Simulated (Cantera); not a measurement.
Input: 1 mol PbO, 0.54 mol H2, equilibrated at 1675 K and 23.0 Pa.

Method: chemical equilibrium by Gibbs-energy minimisation in Cantera with the NASA 1993 tables (ideal gas, pure condensed phases). Candidate condensed phases: H2O, Pb, PbO, PbO2, Pb3O4; 12 gas species. The numbers say what is thermodynamically allowed, not how fast it happens.

Base state: Pb 0.469, H2O 0.322, PbO 0.133, O2 0.0715, OH 0.00341, H2 0.00122, O 0.000602, H 0.000268 (mole fractions); condensed: gas only.

Problem. What changes in the equilibrium state with this change: temperature from 1675 K to 1473.15 K?

Solution. 
```
species    before     after
-------  --------  --------
Pb          0.469     0.395
H2O         0.322     0.341
PbO         0.133     0.237
O2         0.0715    0.0266
H        0.000268   1.12e-5
O        0.000602   3.01e-5
H2        0.00122  0.000181
OH        0.00341  0.000551
```

Problem. What changes in the equilibrium state with this change: H2 from 0.54 to 110 mol?

Solution. 
```
species    before    after
-------  --------  -------
H2        0.00122    0.974
Pb          0.469  0.00897
H2O         0.322  0.00897
O2         0.0715    <1e-9
PbO         0.133  8.90e-8
O        0.000602  2.11e-8
OH        0.00341  3.37e-6
```

Problem. What changes in the equilibrium state with this change: H2 from 0.54 to 32 mol?

Solution. 
```tsv
species	before	after
H2	0.00122	0.932
Pb	0.469	0.0302
H2O	0.322	0.0302
O2	0.0715	1.08e-9
PbO	0.133	1.05e-6
O	0.000602	7.41e-8
OH	0.00341	1.16e-5
H	0.000268	0.00739
```
